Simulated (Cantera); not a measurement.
## Equilibrium for nitride etching: Si3N4 + H2

Charge: 1 mol Si3N4, 46 mol H2, equilibrated at 1700 °C and 3.90e-5 bar.

Equilibrium computed with Cantera from the NASA thermochemical tables; the gas is ideal and each condensed phase is pure. Candidate condensed phases: Si, Si3N4; 18 gas species. The tables' values for SiN are old estimates; treat these amounts as uncertain. Equilibrium is a limit: real reactors are often held back by kinetics, nucleation or transport.

```yaml
x(H2): 0.727
x(H): 0.184
x(Si): 0.0531
x(N2): 0.0356
x(SiH): 0.000205
x(Si2): 3.38e-5
x(SiN): 1.74e-5
x(SiH2): 4.34e-6
x(Si2N): 1.54e-6
gas_amount: 56.16 mol
log10 activity of Si(l) (absent): -1.18
```
